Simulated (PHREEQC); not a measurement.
Nickel, zinc or cadmium bath (model solution)

Make-up at 25 °C: 27 mmol/kgw ZnCl2, 0.063 mmol/kgw Na2SO4 and 0.5 mmol/kgw NiCl2. Closed to the air; pH follows from the charge balance.

The numbers come from PHREEQC with the ion-association model, wateq4f.dat.

This is a speciation only: nothing precipitates in the calculation.

What pH does the model give?

pH 5.30.

In which forms is Zn present?

Zn+2 94 %, ZnCl+ 5.7 % of the Zn.
